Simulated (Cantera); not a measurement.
Equilibrium for nitride etching: Si3N4 + H2O

Charge: 1 mol Si3N4, a varied amount of H2O, equilibrated at 850 °C and 100 Pa.

Method: chemical equilibrium by Gibbs-energy minimisation in Cantera with the NASA 1993 tables (ideal gas, pure condensed phases). Candidate condensed phases: H2O, Si, SiO2, Si2N2O, Si3N4; 35 gas species. Mutual solubility and eutectic melting of coexisting phases are not modelled. The numbers say what is thermodynamically allowed, not how fast it happens.

```
n(H2O) (mol)   x H2   x N2     x H2O      x H    x NH3  n Si2N2O(s)  n Si3N4(s)  n SiO2(β-quartz)
------------  -----  -----  --------  -------  -------  -----------  ----------  ----------------
0.48          0.750  0.250  4.01e-11  1.17e-6  9.10e-8        0.480       0.680                 0
0.58          0.750  0.250  4.01e-11  1.17e-6  9.10e-8        0.580       0.613                 0
0.71          0.750  0.250  4.01e-11  1.17e-6  9.10e-8        0.710       0.527                 0
0.86          0.750  0.250  4.01e-11  1.17e-6  9.10e-8        0.860       0.427                 0
1             0.750  0.250  4.01e-11  1.17e-6  9.10e-8         1.00       0.333                 0
1.3           0.750  0.250  4.01e-11  1.17e-6  9.10e-8         1.30       0.133                 0
1.6           0.750  0.250   1.22e-5  1.17e-6  9.10e-8         1.47           0            0.0666
1.9           0.750  0.250   1.22e-5  1.17e-6  9.10e-8         1.37           0             0.267
2.3           0.750  0.250   1.22e-5  1.17e-6  9.10e-8         1.23           0             0.533
2.8           0.750  0.250   1.22e-5  1.17e-6  9.10e-8         1.07           0             0.867
```
x: gas mole fraction; n: condensed amount in mol.

From 0.48 mol H2O to 1.3 mol H2O the condensed part is Si2N2O(s) + Si3N4(s). From 1.6 mol H2O to 2.8 mol H2O the condensed part is SiO2(β-quartz) + Si2N2O(s).
